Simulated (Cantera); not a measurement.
Cantera with NASA thermochemical tables; ideal gases at 1 bar, condensed phases pure. Values are per mole of reaction as written; species without (g) are pure solids or liquids, kept so even where they would boil at 1 bar.

2 Cu(OH)2 ⇌ 3 O(g) + Cu2O + 2 H2(g)

| T (K) | ΔH° (kJ) | ΔS° (J/K) | ΔG° (kJ) | log10 K |
|---|---|---|---|---|
| 300 | 1477.5 | 620.1 | 1291.5 | -224.87 |
| 500 | 1475.8 | 615.9 | 1167.9 | -122.00 |
| 550 | … | … | … | … |
| 600 | … | … | … | … |
| 650 | 1473.0 | 611.0 | 1075.8 | -86.45 |
| 700 | … | … | … | … |
| 750 | 1470.3 | 607.2 | 1014.9 | -70.68 |

**Question.** Some entries are withheld; supply them.

**Answer.** 
- 550, ΔH° (kJ): 1475.0
- 550, ΔS° (J/K): 614.4
- 550, ΔG° (kJ): 1137.1
- 550, log10 K: -107.99
- 600, ΔH° (kJ): 1474.1
- 600, ΔS° (J/K): 612.7
- 600, ΔG° (kJ): 1106.4
- 600, log10 K: -96.32
- 700, ΔH° (kJ): 1471.7
- 700, ΔS° (J/K): 609.1
- 700, ΔG° (kJ): 1045.3
- 700, log10 K: -78.00
